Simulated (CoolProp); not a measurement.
Values from CoolProp's reference Helmholtz-energy equation of state, Lemmon 2006. It is a short technical equation, of lower accuracy than the large ones.

For hydrogen sulfide, give the phase and the speed of sound (m/s), isothermal compressibility (1/MPa) at 116.45 °C and 17.7 MPa; 172.25 °C and 17.7 MPa; 269.95 °C and 17.7 MPa.


- 116.45 °C and 17.7 MPa: supercritical; speed of sound 489, isothermal compressibility 0.0224
- 172.25 °C and 17.7 MPa: supercritical; speed of sound 344, isothermal compressibility 0.0870
- 269.95 °C and 17.7 MPa: supercritical; speed of sound 401, isothermal compressibility 0.0655
